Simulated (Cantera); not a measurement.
Adiabatic ignition

An adiabatic, constant-pressure homogeneous reactor starts with 26.2 % H₂, 9.35 % O₂, 64.4 % N₂, at 1625 K and 1.00 bar.

Model: GRI-Mech 3.0 (53 species, 325 reactions), integrated in Cantera.

```tsv
t (s)	T (K)	x H₂	x O₂	x H	x H₂O₂	x OH
1.00e-6	1625	0.262	0.0935	8.70e-7	6.93e-9	8.42e-8
3.36e-6	1625	0.262	0.0935	1.36e-5	5.55e-8	1.47e-6
1.13e-5	1649	0.216	0.0748	0.0272	3.43e-7	0.00302
3.80e-5	2084	0.0777	0.00907	0.0741	2.59e-7	0.0163
0.000128	2447	0.0818	0.00449	0.0403	1.01e-7	0.0161
0.000429	2676	0.0822	0.00171	0.0207	7.76e-8	0.0116
0.00144	2713	0.0828	0.00123	0.0173	7.09e-8	0.0101
0.00485	2709	0.0834	0.00117	0.0171	6.85e-8	0.00991
0.0163	2709	0.0835	0.00117	0.0171	6.82e-8	0.00988
0.0548	2709	0.0835	0.00117	0.0171	6.82e-8	0.00988
0.184	2709	0.0835	0.00117	0.0171	6.82e-8	0.00988
0.619	2709	0.0835	0.00117	0.0171	6.82e-8	0.00988
2.08	2709	0.0835	0.00117	0.0171	6.82e-8	0.00988
7.00	2709	0.0835	0.00117	0.0171	6.82e-8	0.00988
```
x: mole fraction; the columns are a selection and need not sum to one.

```json
{
 "time_of_steepest_temperature_rise": "13.0 µs",
 "temperature at 7.00 s": "2709 K",
 "equilibrium_temperature": "2709 K",
 "x(H₂) at 7.00 s": "0.0835 (gas-phase equilibrium 0.0835)",
 "x(O₂) at 7.00 s": "0.00117 (gas-phase equilibrium 0.00117)",
 "x(H) at 7.00 s": "0.0171 (gas-phase equilibrium 0.0171)"
}
```
